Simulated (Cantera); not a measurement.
Feed: 1 mol Si2Cl6, 0.47 mol N2, 77 mol H2, held at 133 Pa.

Cantera equilibrium calculation (NASA polynomials, part measured and part estimated; ideal gas, pure solids and liquids). Candidate condensed phases: NH4Cl, Si, Si3N4; 28 gas species. The feed counts by its element totals alone. N2 is the only nitrogen source here; it is nearly inert below about 1500 K, so the nitride shown seldom forms there in practice. Mutual solubility and eutectic melting of coexisting phases are not modelled. The numbers say what is thermodynamically allowed, not how fast it happens.

**Question.** What share of the Si ends up in condensed phases as a function of T (°C), at 802, 852, 902, 952, 1002, 1052, 1102, 1152, 1202?

**Answer.** 
```json
[
 {"T (°C)": "802", "Si condensed (%)": "61.0", "as": "Si(s) + Si3N4(s)"},
 {"T (°C)": "852", "Si condensed (%)": "64.1", "as": "Si(s) + Si3N4(s)"},
 {"T (°C)": "902", "Si condensed (%)": "64.8", "as": "Si(s) + Si3N4(s)"},
 {"T (°C)": "952", "Si condensed (%)": "64.3", "as": "Si(s) + Si3N4(s)"},
 {"T (°C)": "1002", "Si condensed (%)": "63.4", "as": "Si(s) + Si3N4(s)"},
 {"T (°C)": "1052", "Si condensed (%)": "62.4", "as": "Si(s) + Si3N4(s)"},
 {"T (°C)": "1102", "Si condensed (%)": "61.4", "as": "Si(s) + Si3N4(s)"},
 {"T (°C)": "1152", "Si condensed (%)": "60.4", "as": "Si(s)"},
 {"T (°C)": "1202", "Si condensed (%)": "59.4", "as": "Si(s)"}
]
```
